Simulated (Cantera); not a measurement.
Feed: 1 mol Si2H6, 0.17 mol Cl2, 7 mol N2, equilibrated at 4.60 mbar.

These are equilibrium values from Cantera (NASA tables, ideal gas, pure condensed phases), not measurements of a reactor. Candidate condensed phases: NH4Cl, Si, Si3N4; 28 gas species. The feed counts by its element totals alone. N2 is the only nitrogen source here; it is nearly inert below about 1500 K, so the nitride shown seldom forms there in practice. Equilibrium is a limit: real reactors are often held back by kinetics, nucleation or transport.

Task: At 1173 K, list the 3 most abundant gas species with their mole fractions, and the condensed phases.

Result: N2 0.641, H2 0.320, HCl 0.0385. Condensed: Si3N4(s).
